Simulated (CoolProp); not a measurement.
Properties of fluoroethane (R161) along the isobar 5 MPa (Tc = 375.2 K, pc = 5.010 MPa, ω = 0.216).

Computed with CoolProp (reference Helmholtz-energy equation of state, Wu 2012).

```json
[
 {"T (K)": "328.1", "phase": "liquid", "density (kg/m³)": "657.1", "cp (kJ/(kg K))": "2.435", "speed of sound (m/s)": "536.7", "expansivity (1/kK)": "3.924", "fugacity coefficient": "0.3318"},
 {"T (K)": "345.5", "phase": "liquid", "density (kg/m³)": "606.6", "cp (kJ/(kg K))": "2.651", "speed of sound (m/s)": "416.2", "expansivity (1/kK)": "[?]", "fugacity coefficient": "0.4436"},
 {"T (K)": "362.9", "phase": "liquid", "density (kg/m³)": "534.9", "cp (kJ/(kg K))": "3.304", "speed of sound (m/s)": "285.6", "expansivity (1/kK)": "10.26", "fugacity coefficient": "0.5664"},
 {"T (K)": "380.3", "phase": "gas", "density (kg/m³)": "156.1", "cp (kJ/(kg K))": "5.656", "speed of sound (m/s)": "172.2", "expansivity (1/kK)": "32.84", "fugacity coefficient": "0.6739"},
 {"T (K)": "397.8", "phase": "gas", "density (kg/m³)": "114.8", "cp (kJ/(kg K))": "2.819", "speed of sound (m/s)": "203.7", "expansivity (1/kK)": "[?]", "fugacity coefficient": "0.7247"},
 {"T (K)": "415.2", "phase": "gas", "density (kg/m³)": "98.44", "cp (kJ/(kg K))": "2.344", "speed of sound (m/s)": "222.9", "expansivity (1/kK)": "7.246", "fugacity coefficient": "0.7628"},
 {"T (K)": "432.6", "phase": "gas", "density (kg/m³)": "88.19", "cp (kJ/(kg K))": "2.159", "speed of sound (m/s)": "237.9", "expansivity (1/kK)": "5.568", "fugacity coefficient": "0.7936"},
 {"T (K)": "450", "phase": "gas", "density (kg/m³)": "80.78", "cp (kJ/(kg K))": "2.073", "speed of sound (m/s)": "250.6", "expansivity (1/kK)": "4.608", "fugacity coefficient": "[?]"}
]
```

Task: What belongs in the gaps?

Result: 
- 345.5, expansivity (1/kK): 5.443
- 397.8, expansivity (1/kK): 11.05
- 450, fugacity coefficient: 0.8191
